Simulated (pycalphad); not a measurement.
An equivalent pycalphad script:

```python
from pycalphad import Database, equilibrium, calculate, variables as v
import numpy as np
db = Database('COST507.tdb')
comps = ['SN', 'SI', 'VA']
phases = ['BCT_A5', 'DIAMOND_A4', 'LIQUID']
eq = equilibrium(db, comps, phases, {v.X('SI'): 0.267, v.T: np.arange(2350, 499, -100), v.P: 101325, v.N: 1}, output=['HM', 'SM'])
```

Source of the numbers: pycalphad with the COST 507 light-alloy database (1999); pressure 1 atm. The data set is of 1999 and partly superseded. Phase fractions are per mole of atoms.

Results at three of the temperatures:

```
T = 2250.00 K, P = 101325 Pa, N = 1 mol of atoms
G = -195251 J/mol, H = 77964 J/mol, S = 121.43 J/(mol K)  (SER reference)
chemical potentials (J/mol): Sn -217671, Si -133701
phase             fraction      x(Sn)      x(Si)
LIQUID              1.0000     0.7330     0.2670
```

```
T = 2150.00 K, P = 101325 Pa, N = 1 mol of atoms
G = -183171 J/mol, H = 75153 J/mol, S = 120.15 J/(mol K)  (SER reference)
chemical potentials (J/mol): Sn -205189, Si -122725
phase             fraction      x(Sn)      x(Si)
LIQUID              1.0000     0.7330     0.2670
```

```
T = 2050.00 K, P = 101325 Pa, N = 1 mol of atoms
G = -171223 J/mol, H = 72341 J/mol, S = 118.81 J/(mol K)  (SER reference)
chemical potentials (J/mol): Sn -192840, Si -111876
phase             fraction      x(Sn)      x(Si)
LIQUID              1.0000     0.7330     0.2670
```

Changes of the phase set, refined by bisection:

| T (°C) | phases above | phases below |
|---|---|---|
| 1280.3 | LIQUID | DIAMOND_A4 + LIQUID |

DIAMOND_A4 is diamond (Si).
